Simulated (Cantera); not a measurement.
Cantera run, input and output.

```python
import numpy as np
import cantera as ct

gas = ct.Solution("gri30.yaml")


def delay(T, t_max=10):
    gas.TPX = T, 470000, {'CO': 1, 'H2': 0.078, 'O2': 0.804, 'N2': 3.02, 'H2O': 0.89}
    reactor = ct.IdealGasConstPressureReactor(gas, clone=False)
    net = ct.ReactorNet([reactor])
    net.rtol, net.atol = 1e-8, 1e-16
    while net.time < t_max:
        t_old, T_old = net.time, reactor.T
        net.step()
        if reactor.T > T + 400:  # ignition: a rise of 400 K
            return t_old + (T + 400 - T_old) / (reactor.T - T_old) * (net.time - t_old)
    return np.nan


taus = []
for T in [1150, 1225, 1300, 1375, 1450]:
    taus.append(delay(T))
    print(f"T0 = {T:6g} K   tau = {taus[-1]:.4e} s")

# d ln(tau) / d ln(k), from doubling and halving each rate constant
T, sens = 1300, []
for i in range(gas.n_reactions):
    gas.set_multiplier(2.0, i)
    up = delay(T)
    gas.set_multiplier(0.5, i)
    down = delay(T)
    gas.set_multiplier(1.0, i)
    sens.append((np.log(up / down) / np.log(4.0), gas.reaction(i).equation))
sens.sort(key=lambda x: -abs(x[0]))
print(f"sensitivities at {T} K")
for s, eq in sens[:10]:
    print(f"{s:8.3f}  {eq}")
```

It prints:

```
T0 =   1150 K   tau = 5.7653e-04 s
T0 =   1225 K   tau = 1.4837e-04 s
T0 =   1300 K   tau = 5.3314e-05 s
T0 =   1375 K   tau = 2.8442e-05 s
T0 =   1450 K   tau = 1.8939e-05 s
sensitivities at 1300 K
  -1.048  H + O2 <=> O + OH
   0.720  H + O2 + H2O <=> HO2 + H2O
  -0.348  CO + OH <=> CO2 + H
  -0.262  H2 + O <=> H + OH
  -0.203  CO + HO2 <=> CO2 + OH
   0.193  H + O2 + N2 <=> HO2 + N2
  -0.156  H + HO2 <=> 2 OH
  -0.133  2 OH <=> H2O + O
   0.095  H + HO2 <=> H2 + O2
   0.089  H + O2 + M <=> HO2 + M
```

Cantera simulation using GRI-Mech 3.0 (53 species, 325 reactions); the numbers are that mechanism's predictions, not measurements. The hydrogen kinetics of GRI-Mech 3.0 are dated; newer H2 mechanisms differ, most at raised pressure.
